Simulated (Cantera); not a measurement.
An isothermal plug-flow reactor at 923 K and 435 Torr (inlet), inlet velocity 0.53 m/s, active area per volume 510 1/m; feed H2 : O2 : N2 = 0.014 : 0.013 : 0.79 (molar parts), equivalence ratio 0.54.

Model: Deutschmann's 1995 Pt surface mechanism with GRI-Mech 3.0 gas chemistry, integrated in Cantera. Catalytic surfaces can have several steady states; this one follows from the mechanism file's or the stated starting coverage. Mass transfer to the wall is taken as infinitely fast.

One state of this run: x H2 = 0.00324; x O2 = 0.00902; x H2O = 0.0140; θ free Pt = 0.747; θ H* = 2.51e-6; θ O* = 0.251; θ OH* = 0.00265. x: gas mole fraction; θ: surface coverage.

Problem. Which value of z (m) does it belong to?
A) 0.00014
B) 0.00099
C) 7.1e-05
D) 3.7e-05

Solution. C, 7.1e-05
